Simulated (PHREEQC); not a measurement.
Consider water at 24 °C with 0.0023 mol H2SO4, 0.014 mol K2SO4 and 9.3e-05 mol CO2 per kg of water. Closed to the air; pH follows from the charge balance.

The numbers come from PHREEQC with the ion-association model, phreeqc.dat.

```
quantity                   before     after
------------------------  -------  --------
pH                           2.62      3.15
ionic strength (mol/kgw)   0.0430   0.00932
SO4-2 (mol/kgw)            0.0133   0.00303
HSO4- (mol/kgw)           0.00178  0.000152
KSO4- (mol/kgw)           0.00117   7.77e-5
```

Problem. Name the change that produced these shifts.
(A) temperature from 24 to 65 °C
(B) diluted 5-fold with water
(C) diluted 100-fold with water
(D) K2SO4 from 0.014 to 0.0126 mol/kgw
(E) CO2 left out

Solution. B, diluted 5-fold with water

Precipitation was switched off in this run.
